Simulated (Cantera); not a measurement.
A closed system holds: 1 mol SiO2, 0.56 mol SiCl4, 39 mol H2, equilibrated at 0.133 bar.

Points: T (K) = 773, 848, 923, 998, 1073, 1148, 1223, 1298, 1373, 1448, 1523.

Cantera's Mixture.equilibrate('TP', solver="vcs", rtol=1e-11, max_steps=5000) on the NASA tables stopped like this:

```
x: H2 9.800e-01  SiCL4 8.616e-03  HCL 5.879e-03  SiHCL3 5.119e-03  SiH2CL2 2.979e-04  SiCL3 8.418e-05  SiCL2 3.312e-05  SiH3CL 4.277e-06
   condensed (mol): SiO2(hqz) 1
T = 998 K  P = 13332.2 Pa  gas = 39.61 mol
   x: H2 9.767e-01  HCL 1.016e-02  SiCL4 7.437e-03  SiHCL3 4.957e-03  SiH2CL2 3.556e-04  SiCL3 2.329e-04  SiCL2 1.788e-04  SiH3CL 6.507e-06
   condensed (mol): Si(cr) 0.03842  SiO2(hqz) 1
T = 1073 K  P = 13332.2 Pa  gas = 39.7 mol
   x: H2 9.713e-01  HCL 1.731e-02  SiCL4 5.912e-03  SiHCL3 4.065e-03  SiCL2 6.001e-04  SiCL3 4.709e-04  SiH2CL2 3.263e-04  SiH3CL 6.878e-06
   condensed (mol): Si(cr) 0.1081  SiO2(hqz) 1
ERROR: FAILURE its = 5001!

*******************************************************************************
CanteraError thrown by MultiPhase::equilibrate:
VCS solver failed. Return code: -1
*******************************************************************************
```

Q: What got this run through?

A: One answer among several that fit: The failure is numerical, not chemical. The same input converged with solver="gibbs", rtol=1e-10, max_steps=50000, and the result passed a check of the equilibrium conditions:
```
T = 773 K  P = 13332.2 Pa  gas = 39.56 mol
   x: H2 9.831e-01  SiCL4 1.149e-02  HCL 2.714e-03  SiHCL3 2.619e-03  SiH2CL2 4.587e-05  SiCL3 2.850e-06
   condensed (mol): SiO2(Lqz) 1
T = 848 K  P = 13332.2 Pa  gas = 39.56 mol
   x: H2 9.817e-01  SiCL4 1.013e-02  HCL 4.161e-03  SiHCL3 3.875e-03  SiH2CL2 1.300e-04  SiCL3 1.850e-05  SiCL2 2.439e-06  SiH3CL 1.034e-06
   condensed (mol): SiO2(hqz) 1
T = 923 K  P = 13332.2 Pa  gas = 39.56 mol
   x: H2 9.800e-01  SiCL4 8.616e-03  HCL 5.879e-03  SiHCL3 5.119e-03  SiH2CL2 2.979e-04  SiCL3 8.418e-05  SiCL2 3.312e-05  SiH3CL 4.277e-06
   condensed (mol): SiO2(hqz) 1
T = 998 K  P = 13332.2 Pa  gas = 39.61 mol
   x: H2 9.767e-01  HCL 1.016e-02  SiCL4 7.437e-03  SiHCL3 4.957e-03  SiH2CL2 3.556e-04  SiCL3 2.329e-04  SiCL2 1.788e-04  SiH3CL 6.507e-06
   condensed (mol): Si(cr) 0.03842  SiO2(hqz) 1
T = 1073 K  P = 13332.2 Pa  gas = 39.7 mol
   x: H2 9.713e-01  HCL 1.731e-02  SiCL4 5.912e-03  SiHCL3 4.065e-03  SiCL2 6.001e-04  SiCL3 4.709e-04  SiH2CL2 3.263e-04  SiH3CL 6.878e-06
   condensed (mol): Si(cr) 0.1081  SiO2(hqz) 1
T = 1148 K  P = 13332.2 Pa  gas = 39.82 mol
   x: H2 9.646e-01  HCL 2.601e-02  SiCL4 3.915e-03  SiHCL3 2.913e-03  SiCL2 1.538e-03  SiCL3 7.386e-04  SiH2CL2 2.715e-04  SiH3CL 6.817e-06
   condensed (mol): Si(cr) 0.1863  SiO2(hqz) 1
T = 1223 K  P = 13332.2 Pa  gas = 39.95 mol
   x: H2 9.581e-01  HCL 3.420e-02  SiCL2 2.970e-03  SiCL4 1.966e-03  SiHCL3 1.700e-03  SiCL3 8.559e-04  SiH2CL2 1.960e-04  SiO 7.702e-06  SiH3CL 6.224e-06
   condensed (mol): Si(cr) 0.2524  SiO2(hqz) 0.9998
T = 1298 K  P = 13332.2 Pa  gas = 40.04 mol
   x: H2 9.537e-01  HCL 3.952e-02  SiCL2 4.359e-03  SiHCL3 7.897e-04  SiCL3 7.272e-04  SiCL4 7.252e-04  SiH2CL2 1.212e-04  SiO 5.438e-05  SiH3CL 5.222e-06  H 2.866e-06
   condensed (mol): Si(cr) 0.2895  SiO2(hqz) 0.9989
T = 1373 K  P = 13332.2 Pa  gas = 40.1 mol
   x: H2 9.515e-01  HCL 4.180e-02  SiCL2 5.281e-03  SiCL3 5.042e-04  SiHCL3 3.206e-04  SiO 3.085e-04  SiCL4 2.227e-04  SiH2CL2 6.832e-05  H 8.896e-06  SiH3CL 4.163e-06
   condensed (mol): Si(cr) 0.2971  SiO2(hqz) 0.9938
T = 1448 K  P = 13332.2 Pa  gas = 40.16 mol
   x: H2 9.497e-01  HCL 4.240e-02  SiCL2 5.829e-03  SiO 1.456e-03  SiCL3 3.264e-04  SiHCL3 1.287e-04  SiCL4 6.715e-05  SiH2CL2 3.812e-05  H 2.460e-05  SiH3CL 3.282e-06  H2O 1.763e-06
   condensed (mol): Si(cr) 0.274  SiO2(hqz) 0.9707
T = 1523 K  P = 13332.2 Pa  gas = 40.35 mol
   x: H2 9.453e-01  HCL 4.225e-02  SiCL2 6.169e-03  SiO 5.869e-03  SiCL3 2.107e-04  H 6.154e-05  SiHCL3 5.400e-05  SiH2CL2 2.183e-05  SiCL4 2.150e-05  H2O 3.986e-06  SiH3CL 2.600e-06  CL 2.207e-06  SiH2 1.896e-06  SiCL 1.291e-06
   condensed (mol): Si(cr) 0.1801  SiO2(hqz) 0.8815
```

The gas is ideal and each condensed phase is pure. Mutual solubility and eutectic melting of coexisting phases are not modelled. The tables' values for SiCl3 are old estimates; treat these amounts as uncertain. The tables hold silica as quartz up to 1696 K and as liquid above; real silica turns to tridymite and cristobalite and melts near 1996 K.
